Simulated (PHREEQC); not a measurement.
Solution (90 °C): 0.0022 mol CdCl2, 0.00076 mol CaCl2 and 0.0001 mol NaHCO3 per kg of water. Closed to the air; pH follows from the charge balance.

The numbers come from PHREEQC with the ion-association model, wateq4f.dat.

Each row changes one thing in this solution. No solid was allowed to form.

```
case                                      pH  ionic strength (mol/kgw)  Cl- (mol/kgw)  Cd+2 (mol/kgw)  CdCl+ (mol/kgw)  HCO3- (mol/kgw)  SI of CdOHCl (CdOHCl)  SI of Otavite (CdCO3)
--------------------------------------  ----  ------------------------  -------------  --------------  ---------------  ---------------  ---------------------  ---------------------
as made                                 6.69                   0.00766        0.00528         0.00155         0.000611          6.73e-5                  -1.18                  +1.45
temperature from 90 to 60 °C            6.98                   0.00771        0.00530         0.00158         0.000596          8.13e-5                  -1.26                  +1.84
temperature from 90 to 20 °C            7.42                   0.00780        0.00533         0.00162         0.000561          8.86e-5                  -1.45                  +2.11
CaCl2 from 0.00076 to 0.000836 mol/kgw  6.69                   0.00786        0.00542         0.00154         0.000620          6.74e-5                  -1.17                  +1.44
CdCl2 from 0.0022 to 0.022 mol/kgw      6.20                    0.0396         0.0305         0.00825           0.0124          4.25e-5                  -0.40                  +1.27
CaCl2 left out                          6.68                   0.00560        0.00387         0.00165         0.000507          6.68e-5                  -1.26                  +1.49
diluted 5-fold with water               6.60                   0.00170        0.00114        0.000392          4.14e-5          1.26e-5                  -2.42                  +0.14
temperature from 90 to 10 °C            7.55                   0.00783        0.00535         0.00163         0.000549          8.93e-5                  -1.52                  +2.13
0.0015 mol/kgw AgNO3 added              6.68                   0.00825        0.00399         0.00167         0.000492          6.69e-5                  -1.28                  +1.46
```

Complexes and solids missing from the database can't appear. Some of these states are supersaturated (in Otavite, Cerargyrite, for instance). Constants without temperature data keep their 25 °C values here.
